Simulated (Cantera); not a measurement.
A perfectly stirred reactor is fed with CH4 : H2 : H2O = 1 : 2.7 : 0.085 (molar parts), at 0.132 atm; it is held at 1650 K, and followed from long to short residence time.

Computed with Cantera and GRI-Mech 3.0 (53 species, 325 reactions). GRI-Mech 3.0 stops at C3 and has no aromatics, soot or wall deposition, so with more carbon than oxygen in the feed, carbon stays in small species such as C2H2 where larger ones or solid carbon would form.

One state of this run: x CH4 = 0.143; x H2 = 0.788; x C2H6 = 5.14e-5; x CH2 = 1.09e-7; x C2H2 = 0.0464; x C2H = 4.20e-8. x: mole fraction; the columns are a selection and need not sum to one.

Problem. Which value of τ (s) does it belong to?
(A) 2.9
(B) 0.076
(C) 0.0049
(D) 0.19

Solution. D, 0.19
